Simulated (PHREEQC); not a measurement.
Consider water at 10 °C with 0.64 mol NaOH and 3.3e-06 mol H4SiO4 per kg of water. Closed to the air; pH follows from the charge balance.

All values are PHREEQC results (ion-association model, phreeqc.dat), not measurements.

Problem. The ionic strength comes out as 0.640 mol/kgw. What activity coefficients do OH-, Na+, H2SiO4-2 get?

Solution. OH- 0.62, Na+ 0.72, H2SiO4-2 0.22.

No solid was allowed to form. Away from 25 °C the constants follow the database's enthalpies or fits; those with neither stay at their 25 °C values.
